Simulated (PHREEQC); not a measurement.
0.028 g of hydrous ferric oxide (600 m²/g; 0.2 weak and 0.005 strong sites per Fe, Dzombak-Morel constants, diffuse double layer) in 1 kg of water with 0.3 mol/kgw of an inert sodium salt and 5.4e-06 mol/kgw NaF and 2.2e-05 mol/kgw ZnCl2, at 25 °C; the pH is set by adding NaOH or the inert anion's acid. Oxygen is held at 0.21 atm. No CO2 enters from the air. No solid was allowed to form.

All values are PHREEQC results (ion-association model, wateq4f.dat), not measurements.

```
pH    F sorbed (%)  Zn sorbed (%)  surface charge σ (C/m²)
----  ------------  -------------  -----------------------
3              6.6            0.0                    0.366
3.5            9.3            0.0                    0.360
4             10.2            0.0                    0.346
4.5            9.4            0.0                    0.316
5              7.5            0.2                    0.267
5.5            5.2            1.2                    0.210
6              3.2            4.4                    0.155
6.5            1.7            9.1                    0.109
7              0.9           21.3                    0.074
7.5            0.5           49.2                    0.054
8              0.3           76.5                    0.038
8.5            0.1           90.9                    0.019
9              0.0           94.2                   -0.004
9.5            0.0           92.7                   -0.031
10             0.0           88.1                   -0.063
10.5           0.0           79.1                   -0.103
11             0.0           62.4                   -0.159
```

Along this series the solution becomes supersaturated in solids that the run did not let form, among them Zincite(c). The oxide is taken as insoluble; below pH 4 it would dissolve.
